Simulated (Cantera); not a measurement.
Charge: 1 mol NH3, 0.33 mol SO2, 3.8 mol N2, held at 2.90 mbar.

Equilibrium computed with Cantera from the NASA thermochemical tables; the gas is ideal and each condensed phase is pure. Candidate condensed phases: H2O, H2SO4, S; 35 gas species. The numbers say what is thermodynamically allowed, not how fast it happens.

Problem. At 2875 K, list the 5 most abundant gas species with their mole fractions, and the condensed phases.

Solution. N2 0.544, H 0.317, O 0.0572, S 0.0316, H2 0.0260. Condensed: gas only.
